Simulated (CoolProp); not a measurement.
Octamethylcyclotetrasiloxane (D4) along the isobar 0.101 MPa: fugacity coefficient from the reference equation and from simpler models built on Tc = 586.5 K, pc = 1.347 MPa, ω = 0.598; each cubic takes its own stable root.

Values from CoolProp's reference Helmholtz-energy equation of state, Thol 2015.

```
T (K)   phase  reference  van der Waals  Redlich-Kwong  Peng-Robinson
-----  ------  ---------  -------------  -------------  -------------
384.7  liquid     0.1356         0.9408         0.6245         0.1421
404.3  liquid     0.2687         0.9471         0.9285         0.2762
423.8  liquid     0.4854         0.9524         0.9371         0.4932
443.4  liquid     0.8154         0.9571         0.9444         0.8231
463       gas     0.9366         0.9612         0.9506         0.9372
482.5     gas     0.9455         0.9647         0.9559         0.9449
502.1     gas     0.9530         0.9678         0.9605         0.9516
521.7     gas     0.9592         0.9706         0.9645         0.9574
541.3     gas     0.9645         0.9731         0.9680         0.9625
560.8     gas     0.9689         0.9753         0.9711         0.9668
580.4     gas     0.9727         0.9772         0.9738         0.9707
600       gas     0.9759         0.9790         0.9762         0.9740
619.6     gas     0.9788         0.9806         0.9783         0.9770
```

At some of these states van der Waals, Redlich-Kwong gives the other phase, because its saturation line lies elsewhere.
